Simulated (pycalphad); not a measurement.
Source of the numbers: pycalphad with the COST 507 light-alloy database (1999); pressure 1 atm. No gas phase is included, though pure Mg would boil below 1377 °C. These are 1990s assessments: newer ones move some temperatures and phases. Diffusion is slow at the low end, where real alloys seldom reach equilibrium.

Molar enthalpy of Mg-8.2Si (at.%) in equilibrium (SER reference):

```csv
T (°C),H (kJ/mol),phases
1377,49.28,liquid
1297,46.58,liquid
1217,43.88,liquid
1137,41.18,liquid
1057,38.48,liquid
977,35.78,liquid
937,34.43,liquid
897,33.09,liquid
817,28.36,liquid + MG2SI
737,23.28,liquid + MG2SI
657,19.41,liquid + MG2SI
617,10.80,hcp + MG2SI
577,9.59,hcp + MG2SI
497,7.24,hcp + MG2SI
417,4.95,hcp + MG2SI
337,2.73,hcp + MG2SI
257,0.56,hcp + MG2SI
177,-1.55,hcp + MG2SI
97,-3.59,hcp + MG2SI
```

Cooling from 897 °C to 617 °C, across the freezing range, releases 22.3 kJ/mol, or 905 J/g. The slope is 34 J/(mol K) in the liquid and 30 J/(mol K) just below the solidus, where it includes any heat of precipitation. Liquidus 858 °C, solidus 639 °C. Changes were sought between steps of 40 K, so a narrower field can be missed.

Database names, with the compositions (at.%) that they take in these runs: MG2SI: Mg 67 Si 33.
